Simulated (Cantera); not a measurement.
Feed: 1 mol C₃H₈, 0.028 mol O₂, 32 mol N₂, 0.39 mol CO₂, held at 902 °C.

Method: chemical equilibrium by Gibbs-energy minimisation in Cantera with the NASA 1993 tables (ideal gas, pure condensed phases). Candidate condensed phases: C, C₆H₆, C₇H₈, C₈H₁₈, H₂O; 136 gas species. The ideal-gas law is rough above about 30 bar. Rates play no part.

x: gas mole fraction; n: condensed amount in mol.

```csv
P (Pa),x N₂,x H₂,x CO,x CH₄,x H₂O,x CO₂,x NH₃,n C(graphite)
10,0.869,0.109,0.0227,2.26e-8,8.54e-9,1.40e-9,…,2.55
46,0.869,0.109,0.0227,1.04e-7,3.93e-8,6.42e-9,…,2.55
220,0.869,0.109,0.0227,4.97e-7,1.88e-7,3.07e-8,…,2.55
1000,0.869,0.109,0.0227,2.26e-6,8.54e-7,1.39e-7,…,2.55
4600,0.869,0.109,0.0227,1.04e-5,3.93e-6,6.41e-7,…,2.55
22000,0.869,0.108,0.0227,4.96e-5,1.88e-5,3.06e-6,…,2.55
100000,0.869,0.108,0.0226,0.000224,8.46e-5,1.38e-5,…,2.55
460000,0.870,0.106,0.0222,0.000996,0.000377,6.16e-5,…,2.53
2200000,0.874,0.0992,0.0208,0.00414,0.00157,0.000257,…,2.47
10000000,0.884,0.0804,0.0169,0.0124,0.00470,0.000771,…,2.30
```

### Question
Complete the blanks.

### Answer

- 10, x NH₃: 7.18e-10
- 46, x NH₃: 3.30e-9
- 220, x NH₃: 1.58e-8
- 1000, x NH₃: 7.18e-8
- 4600, x NH₃: 3.30e-7
- 22000, x NH₃: 1.58e-6
- 100000, x NH₃: 7.13e-6
- 460000, x NH₃: 3.20e-5
- 2200000, x NH₃: 0.000138
- 10000000, x NH₃: 0.000462
